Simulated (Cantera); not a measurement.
Charge: 1 mol AlI₃, 65 mol NH₃, 1.1 mol H₂, at 1848.15 K and 2.90 mbar.

Cantera equilibrium calculation (NASA polynomials, part measured and part estimated; ideal gas, pure solids and liquids). Candidate condensed phases: Al, AlI₃, AlN, I₂; 19 gas species. Rates play no part.

Base state: H₂ 0.727, N₂ 0.241, I 0.0154, H 0.00841, AlI 0.00625, Al 0.00115, HI 0.000647, AlH 2.12e-5 (mole fractions); condensed: gas only.

What changes in the equilibrium state with this change: pressure from 2.90 mbar to 90.0 mbar?


| species | before | after |
|---|---|---|
| H₂ | 0.727 | 0.734 |
| N₂ | 0.241 | 0.243 |
| I | 0.0154 | 0.0121 |
| H | 0.00841 | 0.00152 |
| AlI | 0.00625 | 0.00740 |
| Al | 0.00115 | 5.56e-5 |
| HI | 0.000647 | 0.00286 |
| AlH | 2.12e-5 | 5.72e-6 |
